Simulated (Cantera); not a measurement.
Charge: 1 mol Si3N4, 0.26 mol C, 6.6 mol N2, held at 2900 K and 45.0 mbar.

Method: chemical equilibrium by Gibbs-energy minimisation in Cantera with the NASA 1993 tables (ideal gas, pure condensed phases). Candidate condensed phases: C, Si, SiC, Si3N4; 20 gas species. The tables' values for SiN are old estimates; treat these amounts as uncertain. Rates play no part.

Base state: N2 0.745, Si 0.235, SiC2 0.00758, Si2C 0.00550, SiN 0.00259, Si2 0.00176, CN 0.00158, Si2N 0.000306 (mole fractions); condensed: gas only.

Problem. What changes in the equilibrium state with this change: temperature from 2900 K to 2075 K?

Solution. 
```json
[
 {"species": "N2", "before": "0.745", "after": "0.997"},
 {"species": "Si", "before": "0.235", "after": "0.00226"},
 {"species": "Si2N", "before": "0.000306", "after": "0.000129"},
 {"species": "SiC2", "before": "0.00758", "after": "6.73e-7"},
 {"species": "C", "before": "9.09e-5", "after": "<1e-9"},
 {"species": "SiC", "before": "0.000133", "after": "5.42e-9"},
 {"species": "Si(l), mol", "before": "0", "after": "2.72"},
 {"species": "SiC(s), mol", "before": "0", "after": "0.259"}
]
```
Mutual solubility and eutectic melting of coexisting phases are not modelled.
